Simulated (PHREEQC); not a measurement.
Solution (35 °C): 0.05 mol NiCl2, 0.1 mol KCl and 0.13 mol MnSO4 per kg of water. Closed to the air; pH follows from the charge balance.

Model: ion-association model, wateq4f.dat, run in PHREEQC.

Precipitation was switched off in this run.

Q: Order these Ni species by the share of Ni that they hold, largest first: Ni+2, NiSO4, NiCl+, NiCl2.

A: Ni+2 (55 %), NiSO4 (36 %), NiCl+ (6.3 %), NiCl2 (1.7 %)

Q: Order these S species by the share of S that they hold, largest first: MnSO4, SO4-2, KSO4-, NiSO4.

A: SO4-2 (46 %), MnSO4 (33 %), NiSO4 (14 %), KSO4- (6.7 %)

The pH is 5.95 and the ionic strength 0.471 mol/kgw. Species that the database lacks are ignored. In wateq4f.dat the enthalpy of Ni(OH)2 has the wrong sign, so its saturation index can't be trusted away from 25 °C.
